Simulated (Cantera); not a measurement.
An isothermal, constant-pressure homogeneous reactor starts with H2 : O2 : N2 = 0.031 : 1 : 0.12 (molar parts), equivalence ratio 0.015, at 1450 K and 4.13 Torr. Integrator tolerance rtol = 1e-08.

Detailed kinetics in Cantera: the H2/O2 subset of GRI-Mech 3.0, which has no nitrogen chemistry. Radical loss at walls, strong at low pressure, is not modelled.

**Question.** What does this change do: 0.022 parts H2O added?

**Answer.** 
```
quantity                                             before                                      after
----------------  -----------------------------------------  -----------------------------------------
x(H2) at 9.00 s     1.05e-5 (gas-phase equilibrium 3.76e-7)    9.52e-6 (gas-phase equilibrium 6.37e-7)
x(O2) at 9.00 s         0.866 (gas-phase equilibrium 0.867)        0.850 (gas-phase equilibrium 0.850)
x(O) at 9.00 s     0.000718 (gas-phase equilibrium 2.54e-5)   0.000377 (gas-phase equilibrium 2.51e-5)
x(H2O) at 9.00 s      0.0269 (gas-phase equilibrium 0.0272)      0.0454 (gas-phase equilibrium 0.0457)
x(H) at 9.00 s      1.18e-5 (gas-phase equilibrium 7.87e-8)    5.94e-6 (gas-phase equilibrium 1.02e-7)
x(OH) at 9.00 s   0.000722 (gas-phase equilibrium 0.000137)  0.000680 (gas-phase equilibrium 0.000176)
```

**Question.** What does this change do: pressure from 4.13 Torr to 3.45 Torr?

**Answer.** 
| quantity | before | after |
|---|---|---|
| x(H2) at 9.00 s | 1.05e-5 (gas-phase equilibrium 3.76e-7) | 1.83e-5 (gas-phase equilibrium 4.11e-7) |
| x(O2) at 9.00 s | 0.866 (gas-phase equilibrium 0.867) | 0.865 (gas-phase equilibrium 0.867) |
| x(O) at 9.00 s | 0.000718 (gas-phase equilibrium 2.54e-5) | 0.00125 (gas-phase equilibrium 2.77e-5) |
| x(H2O) at 9.00 s | 0.0269 (gas-phase equilibrium 0.0272) | 0.0268 (gas-phase equilibrium 0.0272) |
| x(H) at 9.00 s | 1.18e-5 (gas-phase equilibrium 7.87e-8) | 2.72e-5 (gas-phase equilibrium 9.00e-8) |
| x(OH) at 9.00 s | 0.000722 (gas-phase equilibrium 0.000137) | 0.000953 (gas-phase equilibrium 0.000143) |
